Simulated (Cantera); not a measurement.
Cantera run:

```python
import numpy as np
import cantera as ct

gas_names = """
    C CH CH2 CH3 CH4 C2 C2H C2H2,acetylene C2H2,vinylidene C2H3,vinyl C2H4 C2H5 C2H6 C3 C3H3,propargyl
    C3H4,allene C3H4,propyne C3H4,cyclo- C3H5,allyl C3H6,propylene C3H6,cyclo- C3H7,n-propyl
    C3H7,i-propyl C3H8 C4 C4H2 C4H4,1,3-cyclo- C4H6,butadiene C4H6,2-butyne C4H6,cyclo- C4H8,1-butene
    C4H8,cis2-buten C4H8,tr2-butene C4H8,isobutene C4H8,cyclo- C4H9,n-butyl C4H9,i-butyl C4H9,s-butyl
    C4H9,t-butyl C4H10,isobutane C4H10,n-butane C5 C5H6,1,3cyclo- C5H8,cyclo- C5H10,1-pentene
    C5H10,cyclo- C5H11,pentyl C5H11,t-pentyl C5H12,n-pentane C5H12,i-pentane CH3C(CH3)2CH3 C6H2
    C6H5,phenyl C6H6 C6H10,cyclo- C6H12,1-hexene C6H12,cyclo- C6H13,n-hexyl C7H7,benzyl C7H8
    C7H14,1-heptene C7H15,n-heptyl C7H16,n-heptane C8H8,styrene C8H10,ethylbenz C8H16,1-octene
    C8H17,n-octyl C8H18,isooctane C8H18,n-octane C9H19,n-nonyl C10H8,naphthale C10H21,n-decyl
    C12H9,o-bipheny C12H10,bipheny H H2
""".split()
cond_names = """
    C(gr) C6H6(L) C7H8(L) C8H18(L),n-octa
""".split()


def load(file, names, dense=False):
    # The tables refer to 1 bar. Condensed volumes are neglected.
    table = {s.name: s for s in ct.Species.list_from_file(file)}
    out = []
    for n in names:
        d = dict(table[n].input_data)
        d["thermo"] = dict(d["thermo"], **{"reference-pressure": 1e5})
        if dense:
            d["equation-of-state"] = {"model": "constant-volume", "density": "1e6 g/cm^3"}
        out.append(ct.Species.from_dict(d))
    return out


gas = ct.Solution(thermo="ideal-gas", species=load("nasa_gas.yaml", gas_names))
cond = {s.name: ct.Solution(thermo="fixed-stoichiometry", species=[s], name=s.name)
        for s in load("nasa_condensed.yaml", cond_names, dense=True)}
atoms = {
    'C': {'C': 1},
    'H2': {'H': 2},
}
top_T = {'C(gr)': 4500}  # K; cautious upper limits of use, not melting points


def equilibrate(T, P, feed):
    n = {}
    for name, mol in feed.items():
        for a, k in atoms[name].items():
            n[a] = n.get(a, 0.0) + k * mol
    gas.TPX = T, P, n
    mass = sum(n.values()) * gas.mean_molecular_weight
    gas.equilibrate("TP")
    valid = [c for c in cond.values() if c.min_temp <= T <= top_T.get(c.name, c.max_temp)]
    mix = ct.Mixture([(gas, mass / gas.mean_molecular_weight)] + [(c, 0.0) for c in valid])
    mix.T, mix.P = T, P
    mix.equilibrate("TP", solver="vcs", rtol=1e-11, max_steps=5000)
    return mix


results = []
feed = {'C': 1, 'H2': 15}  # mol
P = 9800  # Pa
for T in [800, 1000, 1200, 1400, 1600, 1800, 2000, 2200, 2400, 2600, 2800, 3000]:
    mix = equilibrate(T, P, feed)
    results.append((T, P, feed, dict(zip(mix.species_names, mix.species_moles))))

top = {s: max(r[3][s] / sum(r[3][g] for g in gas_names) for r in results) for s in gas_names}
cols = sorted((s for s in top if top[s] > 0.001), key=lambda s: -top[s])[:6]
seen = [c for c in cond_names if any(r[3].get(c, 0) > 1e-12 for r in results)]
print("log10 of partial pressures in bar; condensed amounts in mol")
print(f"{'T/K':>10s}" + "".join(f"{s[:9]:>10s}" for s in cols + seen))
for T, P, feed, n in results:
    ng = sum(n[g] for g in gas_names)
    print(f"{T:10.4g}" + "".join(f"{np.log10(max(n[s] / ng * P / 1e5, 1e-99)):10.3f}" for s in cols)
          + "".join(f"{n.get(c, 0):10.4g}" for c in seen))
```

Output:

```
log10 of partial pressures in bar; condensed amounts in mol
       T/K        H2         H       CH4 C2H2,acet       C2H        C3     C(gr)
       800    -1.041   -12.059    -2.155   -13.332   -30.673   -43.818         0
      1000    -1.013    -9.150    -3.046    -9.955   -22.861   -32.260    0.8635
      1200    -1.009    -7.210    -3.820    -7.998   -17.939   -24.982    0.9769
      1400    -1.009    -5.817    -4.382    -6.608   -14.430   -19.803    0.9936
      1600    -1.009    -4.769    -4.805    -5.570   -11.803   -15.935    0.9968
      1800    -1.009    -3.951    -5.133    -4.765    -9.764   -12.941    0.9936
      2000    -1.011    -3.295    -5.395    -4.126    -8.137   -10.557    0.9763
      2200    -1.018    -2.758    -5.616    -3.609    -6.810    -8.617    0.9233
      2400    -1.034    -2.315    -5.818    -3.190    -5.712    -7.008    0.7951
      2600    -1.069    -1.950    -6.028    -2.859    -4.796    -5.655    0.5367
      2800    -1.135    -1.655    -6.279    -2.612    -4.030    -4.501   0.07809
      3000    -1.240    -1.422    -6.707    -2.684    -3.631    -3.863         0
```

Cantera equilibrium calculation (NASA polynomials, part measured and part estimated; ideal gas, pure solids and liquids).
